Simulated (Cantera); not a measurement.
A Cantera script and what it prints.

```python
import numpy as np
import cantera as ct

gas_names = """
    H HNO HNO2 HNO3 HO2 H2 H2O H2O2 N NH NH2 NH3 NH2OH NO NO2 NO3 N2 N2H2 N2H4 N2O O OH O2 O3 Si SiH
    SiH2 SiH3 SiH4 SiN SiO SiO2 Si2 Si2N Si3
""".split()
cond_names = """
    H2O(s) H2O(L) Si(cr) Si(L) SiO2(Lqz) SiO2(hqz) SiO2(L) Si2N2O(s) Si3N4(a)
""".split()


def load(file, names, dense=False):
    # The tables refer to 1 bar. Condensed volumes are neglected.
    table = {s.name: s for s in ct.Species.list_from_file(file)}
    out = []
    for n in names:
        d = dict(table[n].input_data)
        d["thermo"] = dict(d["thermo"], **{"reference-pressure": 1e5})
        if dense:
            d["equation-of-state"] = {"model": "constant-volume", "density": "1e6 g/cm^3"}
        out.append(ct.Species.from_dict(d))
    return out


gas = ct.Solution(thermo="ideal-gas", species=load("nasa_gas.yaml", gas_names))
cond = {s.name: ct.Solution(thermo="fixed-stoichiometry", species=[s], name=s.name)
        for s in load("nasa_condensed.yaml", cond_names, dense=True)}
atoms = {
    'Si3N4': {'Si': 3, 'N': 4},
    'N2O': {'N': 2, 'O': 1},
    'H2': {'H': 2},
}
top_T = {'Si2N2O(s)': 2100, 'Si3N4(a)': 2400}  # K; cautious upper limits of use, not melting points


def equilibrate(T, P, feed):
    n = {}
    for name, mol in feed.items():
        for a, k in atoms[name].items():
            n[a] = n.get(a, 0.0) + k * mol
    gas.TPX = T, P, n
    mass = sum(n.values()) * gas.mean_molecular_weight
    gas.equilibrate("TP")
    valid = [c for c in cond.values() if c.min_temp <= T <= top_T.get(c.name, c.max_temp)]
    mix = ct.Mixture([(gas, mass / gas.mean_molecular_weight)] + [(c, 0.0) for c in valid])
    mix.T, mix.P = T, P
    mix.equilibrate("TP", solver="vcs", rtol=1e-11, max_steps=5000)
    return mix


results = []
feed = {'Si3N4': 1, 'N2O': 0.42, 'H2': 130}  # mol
P = 0.19  # Pa
for T in [1023, 1123, 1223, 1323, 1423, 1523, 1623, 1723, 1823, 1923, 2023, 2123, 2223]:
    mix = equilibrate(T, P, feed)
    results.append((T, P, feed, dict(zip(mix.species_names, mix.species_moles))))

top = {s: max(r[3][s] / sum(r[3][g] for g in gas_names) for r in results) for s in gas_names}
cols = sorted((s for s in top if top[s] > 0.001), key=lambda s: -top[s])[:7]
seen = [c for c in cond_names if any(r[3].get(c, 0) > 1e-12 for r in results)]
print("log10 of partial pressures in bar; condensed amounts in mol")
print(f"{'T/K':>10s}" + "".join(f"{s[:9]:>10s}" for s in cols + seen))
for T, P, feed, n in results:
    ng = sum(n[g] for g in gas_names)
    print(f"{T:10.4g}" + "".join(f"{np.log10(max(n[s] / ng * P / 1e5, 1e-99)):10.3f}" for s in cols)
          + "".join(f"{n.get(c, 0):10.4g}" for c in seen))
```

Output:

```
log10 of partial pressures in bar; condensed amounts in mol
       T/K        H2         H        Si        N2       SiO    Si(cr) Si2N2O(s)  Si3N4(a)
      1023    -5.723   -11.245   -16.732    -8.089   -14.266         0      0.42      0.72
      1123    -5.723   -10.232   -13.569    -8.089   -11.604         0    0.4198    0.7201
      1223    -5.728    -9.386   -11.492    -7.535    -9.373     2.189    0.3906         0
      1323    -5.731    -8.665   -10.052    -7.461    -8.222     2.574         0         0
      1423    -5.733    -8.044    -8.816    -7.462    -8.223     2.472         0         0
      1523    -5.742    -7.507    -7.744    -7.469    -8.229     1.285         0         0
      1623    -5.761    -7.041    -7.454    -7.480    -8.240         0         0         0
      1723    -5.796    -6.637    -7.469    -7.496    -8.257         0         0         0
      1823    -5.875    -6.301    -7.503    -7.530    -8.291         0         0         0
      1923    -6.030    -6.041    -7.561    -7.588    -8.349         0         0         0
      2023    -6.298    -5.870    -7.632    -7.659    -8.420         0         0         0
      2123    -6.677    -5.783    -7.688    -7.716    -8.476         0         0         0
      2223    -7.111    -5.749    -7.716    -7.744    -8.505         0         0         0
```

Equilibrium computed with Cantera from the NASA thermochemical tables; the gas is ideal and each condensed phase is pure. Mutual solubility and eutectic melting of coexisting phases are not modelled.
